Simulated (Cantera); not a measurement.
Feed: 1 mol Fe, 0.13 mol Cl2, 0.068 mol N2, held at 1125 K and 9.80 bar.

Equilibrium computed with Cantera from the NASA thermochemical tables; the gas is ideal and each condensed phase is pure. Candidate condensed phases: Fe, FeCl2, FeCl3; 10 gas species. Mutual solubility and eutectic melting of coexisting phases are not modelled. Equilibrium is a limit: real reactors are often held back by kinetics, nucleation or transport.

Base state: N2 0.984, FeCl2 0.0132, Fe2Cl4 0.00290, FeCl3 1.08e-5 (mole fractions); condensed: Fe(α) + FeCl2(l).

### Question
What changes in the equilibrium state with this change: temperature from 1125 K to 1748 K?

### Answer
| species | before | after |
|---|---|---|
| FeCl2 | 0.0132 | 0.615 |
| N2 | 0.984 | 0.354 |
| Fe2Cl4 | 0.00290 | 0.0302 |
| Cl | 2.67e-9 | 4.24e-5 |
| FeCl3 | 1.08e-5 | 0.00100 |
| Fe(α), mol | 0.870 | 0 |
| FeCl2(l), mol | 0.129 | 0 |
| Fe(δ), mol | 0 | 0.870 |
